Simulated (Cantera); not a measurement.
A closed system holds: 1 mol PbO, 0.059 mol CO, 31 mol N₂, at 2850 Torr.

These are equilibrium values from Cantera (NASA tables, ideal gas, pure condensed phases), not measurements of a reactor. Candidate condensed phases: C, Pb, PbO, PbO₂, Pb₃O₄; 27 gas species. Rates play no part. All values below are at 973 K.

Base state: N₂ 0.998, CO₂ 0.00190 (mole fractions); condensed: Pb(l) + PbO(yellow).

Task: What changes in the equilibrium state with this change: PbO replaced by Pb?

Result: 
| species | before | after |
|---|---|---|
| N₂ | 0.998 | 0.998 |
| CO | 1.57e-7 | 0.00187 |
| CO₂ | 0.00190 | 1.34e-5 |
| Pb(l), mol | 0.0589 | 1.000 |
| PbO(yellow), mol | 0.941 | 0 |
| C(graphite), mol | 0 | 0.000415 |
